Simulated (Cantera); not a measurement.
Charge: 1 mol MgO, 1.7 mol HCl, held at 1125 K and 18000 Pa.

Cantera equilibrium calculation (NASA polynomials, part measured and part estimated; ideal gas, pure solids and liquids). Candidate condensed phases: H₂O, Mg, MgCl₂, MgO, Mg(OH)₂; 22 gas species. Kinetics and transport are ignored.

Base state: HCl 0.978, H₂O 0.0111, MgCl₂ 0.0111, H₂ 2.40e-5, Cl 1.86e-5, Cl₂ 1.47e-5 (mole fractions); condensed: MgO(s).

What changes in the equilibrium state with this change: temperature from 1125 K to 1175 K?


```csv
species,before,after
HCl,0.978,0.969
MgCl₂,0.0111,0.0152
H₂O,0.0111,0.0152
Cl,1.86e-5,3.87e-5
H₂,2.40e-5,4.00e-5
"MgO(s), mol",0.981,0.974
```
